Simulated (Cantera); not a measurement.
A freely propagating, adiabatic, planar premixed flame of C₂H₄ : O₂ : N₂ : CO₂ = 1 : 2.5 : 9.4 : 0.3 (molar parts), equivalence ratio 1.2, unburnt at 525 K and 105 Torr; mixture-averaged transport, grid criteria slope 0.08 and curve 0.16, no radiation.

Cantera simulation using GRI-Mech 3.0 (53 species, 325 reactions); the numbers are that mechanism's predictions, not measurements. GRI-Mech 3.0 was tuned for natural gas; its chemistry of ethylene as a main component is partial and can be far from experiment. Burning velocities carry a grid error of a few per cent, more on coarse grids.

How do the results move with these cheaper or finer settings: unity-Lewis-number transport; multicomponent transport; multicomponent+Soret transport; grid criteria slope 0.5, curve 1; grid criteria slope 0.25, curve 0.5; grid criteria slope 0.03, curve 0.06?


```tsv
setting	laminar burning velocity	thermal thickness	peak x(H₂O₂)	peak x(H)	grid points
as above	234 cm/s	1.58 mm	4.71e-5	0.0206	161
unity-Lewis-number transport	158 cm/s	1.74 mm	7.96e-5	0.0238	147
multicomponent transport	233 cm/s	1.60 mm	4.78e-5	0.0206	161
multicomponent+Soret transport	230 cm/s	1.59 mm	5.32e-5	0.0207	161
grid criteria slope 0.5, curve 1	245 cm/s	1.87 mm	5.79e-5	0.0213	57
grid criteria slope 0.25, curve 0.5	238 cm/s	1.66 mm	5.58e-5	0.0210	82
grid criteria slope 0.03, curve 0.06	232 cm/s	1.55 mm	4.54e-5	0.0204	413
```
The base run took very roughly 40 core-seconds.
Unity Lewis numbers drop preferential diffusion, which matters most where H2 and H carry the flame; Soret adds thermal diffusion.
